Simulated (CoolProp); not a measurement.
Vapour-liquid equilibrium of hexamethyldisiloxane (MM) (1) + toluene (2) at 128.45 °C; x and y are mole fractions of (1).

Computed with CoolProp (multi-fluid Helmholtz-energy mixture model, Thol 2016 and Lemmon 2006; pair parameters Bell 2016).

Q: Give the bubble pressure and the first vapour's composition at x = 0.2, 0.65, 0.8. Is there an azeotrope?

A: x = 0.2: 0.1806 MPa, y = 0.265; x = 0.65: 0.2060 MPa, y = 0.691; x = 0.8: 0.2106 MPa, y = 0.818. No azeotrope shows between x = 0.05 and 0.95.

Pair parameters are fitted to limited data, so mixtures are less certain than the pure fluids.
